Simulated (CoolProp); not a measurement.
Vapour-liquid equilibrium of hydrogen chloride (1) + n-butane (2) at -5.75 °C; x and y are mole fractions of (1).

Computed with CoolProp (multi-fluid Helmholtz-energy mixture model, Thol 2018 and Bücker 2006; pair parameters Bell 2016).

```csv
x,bubble pressure (bar),y at the bubble point,dew pressure at overall composition x (bar),liquid density (mol/L)
0.05,2.577,0.678,0.8701,___
0.15,5.998,0.863,___,11.55
0.25,8.974,0.910,1.105,12.39
0.35,11.34,0.930,1.276,13.34
0.45,13.16,0.942,1.509,14.42
0.55,14.62,0.950,1.844,15.68
0.65,15.95,___,2.369,17.17
0.75,17.36,0.966,___,18.98
0.85,19.01,0.977,5.493,21.25
0.95,___,0.991,14.56,24.21
```

Problem. Complete the blanks.

Solution. 
- 0.05, liquid density (mol/L): 10.79
- 0.15, dew pressure at overall composition x (bar): 0.9739
- 0.65, y at the bubble point: 0.958
- 0.75, dew pressure at overall composition x (bar): 3.312
- 0.95, bubble pressure (bar): 21.04

No azeotrope shows between x = 0.05 and 0.95.

Pair parameters are fitted to limited data, so mixtures are less certain than the pure fluids. The gap from Raoult's law changes sign with composition, which may be real or a fault of the pair parameters; it wasn't checked against measurements.
